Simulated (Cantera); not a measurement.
## Thermodynamics of tantalum, niobium, vanadium and zirconium in process gases, feed Ta(OEt)5 + H2O + O2

Charge: 1 mol Ta(OEt)5, 0.07 mol H2O, 0.65 mol O2, held at 1698.15 K.

Method: chemical equilibrium by Gibbs-energy minimisation in Cantera with the NASA 1993 tables (ideal gas, pure condensed phases). Candidate condensed phases: C, C6H6, C7H8, C8H18, H2O, Ta, TaC, Ta2O5; 113 gas species. The feed counts by its element totals alone. TaC: taken at fixed stoichiometry. Condensed phases not in the tables: Ta2C. Rates play no part.

| P (Pa) | x H2 | x CO | x H | x CH4 | x H2O | x CO2 | x C2H2 (acetylene) | x C2H4 | n C(graphite) | n TaC(s) |
|---|---|---|---|---|---|---|---|---|---|---|
| 0.100 | 0.572 | 0.318 | 0.110 | 3.61e-10 | 8.87e-11 | 1.44e-11 | 4.13e-5 | 1.17e-12 | 2.63 | 1.00 |
| 0.750 | 0.629 | 0.329 | 0.0419 | 3.27e-9 | 7.57e-10 | 1.16e-10 | 4.54e-5 | 1.06e-11 | 2.63 | 1.00 |
| 5.60 | 0.651 | 0.334 | 0.0156 | 2.61e-8 | 5.93e-9 | 8.92e-10 | 4.69e-5 | 8.46e-11 | 2.63 | 1.00 |
| 42 | 0.659 | 0.335 | 0.00574 | 2.01e-7 | 4.52e-8 | 6.75e-9 | 4.75e-5 | 6.51e-10 | 2.63 | 1.00 |
| 320 | 0.662 | 0.336 | 0.00208 | 1.55e-6 | 3.47e-7 | 5.16e-8 | 4.78e-5 | 5.00e-9 | 2.63 | 1.00 |
| 2400 | 0.663 | 0.336 | 0.000761 | 1.16e-5 | 2.61e-6 | 3.88e-7 | 4.78e-5 | 3.76e-8 | 2.63 | 1.00 |
| 18000 | 0.663 | 0.336 | 0.000278 | 8.73e-5 | 1.96e-5 | 2.91e-6 | 4.79e-5 | 2.83e-7 | 2.63 | 1.00 |
| 130000 | 0.663 | 0.336 | 0.000103 | 0.000630 | 0.000141 | 2.10e-5 | 4.78e-5 | 2.04e-6 | 2.62 | 1.00 |
| 1000000 | 0.657 | 0.337 | 3.71e-5 | 0.00476 | 0.00108 | 0.000162 | 4.74e-5 | 1.54e-5 | 2.56 | 1.00 |
x: gas mole fraction; n: condensed amount in mol.

From 0.100 Pa to 10.0 bar the condensed part is C(graphite) + TaC(s).
